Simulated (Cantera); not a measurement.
A closed system holds: 1 mol Si₃H₈, 0.24 mol HCl, 14 mol N₂, at 6700 Pa.

Equilibrium computed with Cantera from the NASA thermochemical tables; the gas is ideal and each condensed phase is pure. Candidate condensed phases: NH₄Cl, Si, Si₃N₄; 28 gas species. The feed counts by its element totals alone. N₂ is the only nitrogen source here; it is nearly inert below about 1500 K, so the nitride shown seldom forms there in practice. Rates play no part. All values below are at 1027 °C.

Base state: N₂ 0.739, H₂ 0.246, HCl 0.0148 (mole fractions); condensed: Si₃N₄(s).

Task: What changes in the equilibrium state with this change: Si₃H₈ replaced by SiHCl₃?

Result: 
```csv
species,before,after
N₂,0.739,0.889
HCl,0.0148,0.0684
SiCl₄,4.78e-8,0.0333
H₂,0.246,0.00595
SiCl₃,9.41e-8,0.00220
SiHCl₃,3.63e-8,0.000132
SiCl₂,1.10e-6,0.000864
"Si₃N₄(s), mol",1.000,0.146
```
The tables' values for SiCl₃ are old estimates; treat these amounts as uncertain.
